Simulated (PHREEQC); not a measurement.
Dissolve 0.021 mol KOH and 5.8e-05 mol Na2SiO3 per kg of water at 79 °C. Closed to the air; pH follows from the charge balance.

All values are PHREEQC results (ion-association model, phreeqc.dat), not measurements.

Problem. The ionic strength comes out as 0.0211 mol/kgw. What activity coefficients do OH-, Na+, K+, H2SiO4-2, H3SiO4- get?

Solution. OH- 0.85, Na+ 0.86, K+ 0.85, H2SiO4-2 0.55, H3SiO4- 0.85.

This is a speciation only: nothing precipitates in the calculation. Complexes and solids missing from the database can't appear. Away from 25 °C the constants follow the database's enthalpies or fits; those with neither stay at their 25 °C values.
